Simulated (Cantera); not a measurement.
## Reactions in the system H-N-P

Source: NASA polynomial tables (part measured, part estimated), evaluated in Cantera. Values are per mole of reaction as written; species without (g) are pure solids or liquids, kept so even where they would boil at 1 bar.

4 PH₃(g) + 2 N₂(g) = P₄(g) + 4 NH₃(g)

```
T (K)  ΔH° (kJ)  ΔS° (J/K)  ΔG° (kJ)  log10 K
-----  --------  ---------  --------  -------
1450     -158.2     -184.3     109.0    -3.93
1600     -160.3     -185.7     136.8    -4.47
1750     -162.2     -186.8     164.7    -4.92
1900     -163.9     -187.7     192.8    -5.30
2050     -165.3     -188.4     221.0    -5.63
2200     -166.4     -189.0     249.3    -5.92
2350     -167.2     -189.3     277.7    -6.17
2500     -167.7     -189.5     306.1    -6.40
2650     -167.9     -189.6     334.6    -6.59
2800     -167.8     -189.6     363.0    -6.77
2950     -167.5     -189.5     391.4    -6.93
```

4 N(g) + 4 PH₃(g) = 4 NH₃(g) + P₄(g)

```csv
T (K),ΔH° (kJ),ΔS° (J/K),ΔG° (kJ),log10 K
1450,-2071.4,-447.6,-1422.3,51.24
1600,-2075.6,-450.4,-1355.0,44.23
1750,-2079.4,-452.7,-1287.2,38.42
1900,-2082.8,-454.5,-1219.2,33.52
2050,-2085.9,-456.1,-1150.9,29.32
2200,-2088.6,-457.4,-1082.3,25.70
2350,-2090.9,-458.4,-1013.7,22.53
2500,-2092.9,-459.2,-944.8,19.74
2650,-2094.6,-459.9,-875.9,17.26
2800,-2096.0,-460.4,-806.9,15.05
2950,-2097.1,-460.8,-737.8,13.06
```
